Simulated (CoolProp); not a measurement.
Saturation properties of CH3F (R41) (Tc = 317.3 K, pc = 5.906 MPa, ω = 0.200).

The numbers come from the reference Helmholtz-energy equation of state, Lemmon 2006 in CoolProp. It is a short technical equation, of lower accuracy than the large ones.

| T (K) | p (MPa) | vapour density (kg/m³) | liquid cp (kJ/(kg K)) | surface tension (mN/m) |
|---|---|---|---|---|
| 179.3 | 0.03970 | 0.9287 | 2.059 | 18.0 |
| 186.5 | 0.06271 | 1.422 | 2.063 | 16.8 |
| 193.7 | 0.09536 | 2.102 | 2.070 | 15.7 |
| 200.9 | 0.1402 | 3.015 | 2.082 | 14.5 |
| 208.1 | 0.2002 | 4.212 | 2.098 | 13.4 |
| 215.3 | 0.2786 | 5.754 | 2.118 | 12.3 |
| 222.5 | 0.3786 | 7.707 | 2.145 | 11.3 |
| 229.7 | 0.5041 | 10.15 | 2.177 | 10.2 |
| 236.9 | 0.6589 | 13.18 | 2.217 | 9.18 |
| 244.1 | 0.8472 | 16.90 | 2.267 | 8.17 |
| 251.3 | 1.073 | 21.46 | 2.327 | 7.18 |
| 258.5 | 1.342 | 27.03 | 2.403 | 6.22 |

It boils at 194.8 K under 1 atm.

Surface tension comes from a separate correlation (Mulero 2012).
